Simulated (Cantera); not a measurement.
## Thermodynamics of roasting and sulfation, feed MgCO3 + SO2 + O2 + H2O

A closed system holds: 1 mol MgCO3, 1.8 mol SO2, 0.052 mol O2, 0.00012 mol H2O, equilibrated at 0.0133 bar.

These are equilibrium values from Cantera (NASA tables, ideal gas, pure condensed phases), not measurements of a reactor. Candidate condensed phases: C, C6H6, C7H8, C8H18, H2O, H2SO4, Mg, MgCO3, MgO, Mg(OH)2, MgS, MgSO4, S; 130 gas species. Mutual solubility and eutectic melting of coexisting phases are not modelled. The numbers say what is thermodynamically allowed, not how fast it happens.

| T (K) | log p SO2 | log p CO2 | log p O2 | log p CO | log p SO3 | n MgO(s) | n MgSO4(s) |
|---|---|---|---|---|---|---|---|
| 773 | -2.08 | -2.31 | <-13 | -7.59 | -9.59 | 0.896 | 0.104 |
| 873 | -2.08 | -2.31 | -12.67 | -8.33 | -7.41 | 0.896 | 0.104 |
| 973 | -2.08 | -2.31 | -8.03 | -8.91 | -5.70 | 0.896 | 0.104 |
| 1073 | -2.08 | -2.31 | -4.28 | -9.38 | -4.31 | 0.927 | 0.0726 |
| 1173 | -2.08 | -2.33 | -3.65 | -8.54 | -4.39 | 1.00 | 0 |
| 1273 | -2.08 | -2.33 | -3.63 | -7.57 | -4.72 | 1.00 | 0 |
| 1373 | -2.08 | -2.33 | -3.62 | -6.73 | -5.01 | 1.00 | 0 |
| 1473 | -2.08 | -2.33 | -3.62 | -6.01 | -5.25 | 1.00 | 0 |
| 1573 | -2.08 | -2.33 | -3.61 | -5.38 | -5.46 | 1.00 | 0 |
| 1673 | -2.08 | -2.33 | -3.60 | -4.83 | -5.65 | 1.00 | 0 |
| 1773 | -2.08 | -2.34 | -3.57 | -4.36 | -5.80 | 1.00 | 0 |
| 1873 | -2.08 | -2.34 | -3.52 | -3.96 | -5.92 | 1.000 | 0 |
log p: log10 of the partial pressure in bar; n: condensed amount in mol.

From 773 K to 1073 K the condensed part is MgO(s) + MgSO4(s). From 1173 K to 1873 K the condensed part is MgO(s).
